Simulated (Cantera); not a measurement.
**Catalytic combustion on Pt**

An isothermal plug-flow reactor at 773 K and 100000 Pa (inlet), inlet velocity 3.2 m/s, active area per volume 360 1/m; feed CO : O2 : N2 : H2O = 0.0062 : 0.034 : 0.79 : 0.024 (molar parts).

Cantera simulation using Deutschmann's 1995 Pt surface mechanism with GRI-Mech 3.0 gas chemistry; the numbers are that mechanism's predictions, not measurements. Catalytic surfaces can have several steady states; this one follows from the mechanism file's or the stated starting coverage. Mass transfer to the wall is taken as infinitely fast.

| z (m) | x CO | x O2 | x H2O | x CO2 | θ free Pt | θ O* | θ OH* | θ CO* |
|---|---|---|---|---|---|---|---|---|
| 0.00061 | 0.00573 | 0.0391 | 0.0281 | 0.00153 | 0.194 | 0.0238 | 0.00141 | 0.781 |
| 0.001 | 0.00439 | 0.0384 | 0.0281 | 0.00288 | 0.234 | 0.0365 | 0.00192 | 0.728 |
| 0.0017 | 0.00184 | 0.0372 | 0.0282 | 0.00544 | 0.0828 | 0.908 | 0.00570 | 0.00313 |
| 0.0028 | 0.00152 | 0.0370 | 0.0282 | 0.00576 | 0.0629 | 0.931 | 0.00503 | 0.00145 |
| 0.0047 | 0.00121 | 0.0369 | 0.0282 | 0.00607 | 0.0539 | 0.941 | 0.00468 | 0.000843 |
| 0.0079 | 0.000904 | 0.0367 | 0.0282 | 0.00638 | 0.0481 | 0.947 | 0.00444 | 0.000499 |
| 0.013 | 0.000616 | 0.0366 | 0.0282 | 0.00667 | 0.0443 | 0.951 | 0.00427 | 0.000286 |
| 0.022 | 0.000344 | 0.0365 | 0.0282 | 0.00694 | 0.0414 | 0.954 | 0.00413 | 0.000140 |
| 0.037 | 0.000144 | 0.0364 | 0.0282 | 0.00714 | 0.0396 | 0.956 | 0.00405 | 5.34e-5 |
| 0.061 | 3.88e-5 | 0.0363 | 0.0282 | 0.00725 | 0.0388 | 0.957 | 0.00401 | 1.38e-5 |
x: gas mole fraction; θ: surface coverage.
